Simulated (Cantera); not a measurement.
## Equilibrium for roasting and sulfation: Fe2O3 + H2S + CO2

A closed system holds: 1 mol Fe2O3, 0.41 mol H2S, a varied amount of CO2, held at 1575 °C and 0.620 bar.

Method: chemical equilibrium by Gibbs-energy minimisation in Cantera with the NASA 1993 tables (ideal gas, pure condensed phases). Candidate condensed phases: C, C6H6, C7H8, C8H18, Fe, Fe(CO)5, FeO, Fe(OH)2, Fe(OH)3, FeS, FeSO4, FeS2, Fe2O3, Fe2(SO4)3, Fe3O4, H2O, H2SO4, S; 127 gas species. The tables' stoichiometric FeO is somewhat more stable than real wüstite, so its field is too wide. FeO: taken at fixed stoichiometry. Kinetics and transport are ignored.

```tsv
n(CO2) (mol)	log p CO2	log p H2O	log p SO2	log p CO	log p H2	log p S2	log p SO	log p H2S	n FeO(l)
0.065	-1.48	-0.57	-0.63	-1.84	-1.54	-1.62	-1.99	-2.39	2.00
0.11	-1.27	-0.60	-0.64	-1.64	-1.57	-1.69	-2.02	-2.45	2.00
0.19	-1.07	-0.63	-0.67	-1.46	-1.62	-1.80	-2.06	-2.56	2.00
0.31	-0.90	-0.68	-0.71	-1.31	-1.70	-1.97	-2.12	-2.72	2.00
0.53	-0.74	-0.76	-0.76	-1.21	-1.83	-2.33	-2.23	-3.03	2.00
0.9	-0.59	-0.86	-0.85	-1.19	-2.06	-3.01	-2.45	-3.60	2.00
1.5	-0.46	-0.98	-0.97	-1.26	-2.38	-4.05	-2.77	-4.44	2.00
2.6	-0.36	-1.14	-1.13	-1.40	-2.78	-5.34	-3.17	-5.49	2.00
4.3	-0.31	-1.31	-1.31	-1.57	-3.18	-6.57	-3.57	-6.50	2.00
```
log p: log10 of the partial pressure in bar; n: condensed amount in mol.

From 0.065 mol CO2 to 4.3 mol CO2 the condensed part is FeO(l). The main Fe-bearing gas is Fe(OH)2 throughout.
